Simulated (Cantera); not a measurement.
An isothermal, constant-pressure homogeneous reactor starts with H₂ : O₂ = 0.091 : 1 (molar parts), at 1350 K and 160 Pa. Integrator tolerance rtol = 1e-08.

Computed with Cantera and the H2/O2 subset of GRI-Mech 3.0, which has no nitrogen chemistry. Radical loss at walls, strong at low pressure, is not modelled. The temperature is held fixed by assumption; the heat of reaction is taken as removed at once.

### Question
What does this change do: temperature 1350 to 1425 K?

### Answer
```csv
quantity,before,after
x(H₂) at 300 s,9.45e-7 (gas-phase equilibrium 4.68e-7),1.91e-6 (gas-phase equilibrium 1.51e-6)
x(O₂) at 300 s,0.913 (gas-phase equilibrium 0.913),0.913 (gas-phase equilibrium 0.913)
x(H₂O₂) at 300 s,3.55e-10 (gas-phase equilibrium 2.64e-10),4.52e-10 (gas-phase equilibrium 4.37e-10)
x(OH) at 300 s,0.000176 (gas-phase equilibrium 0.000124),0.000299 (gas-phase equilibrium 0.000266)
x(HO₂) at 300 s,2.51e-8 (gas-phase equilibrium 3.32e-8),5.61e-8 (gas-phase equilibrium 6.20e-8)
x(O) at 300 s,2.05e-5 (gas-phase equilibrium 1.01e-5),4.23e-5 (gas-phase equilibrium 3.34e-5)
```

### Question
What does this change do: O2 1 to 0.58 parts?

### Answer
```csv
quantity,before,after
x(H₂) at 300 s,9.45e-7 (gas-phase equilibrium 4.68e-7),1.11e-6 (gas-phase equilibrium 8.08e-7)
x(O₂) at 300 s,0.913 (gas-phase equilibrium 0.913),0.854 (gas-phase equilibrium 0.854)
x(H₂O₂) at 300 s,3.55e-10 (gas-phase equilibrium 2.64e-10),4.75e-10 (gas-phase equilibrium 4.26e-10)
x(OH) at 300 s,0.000176 (gas-phase equilibrium 0.000124),0.000185 (gas-phase equilibrium 0.000158)
x(HO₂) at 300 s,2.51e-8 (gas-phase equilibrium 3.32e-8),3.59e-8 (gas-phase equilibrium 4.09e-8)
x(O) at 300 s,2.05e-5 (gas-phase equilibrium 1.01e-5),1.35e-5 (gas-phase equilibrium 9.81e-6)
```
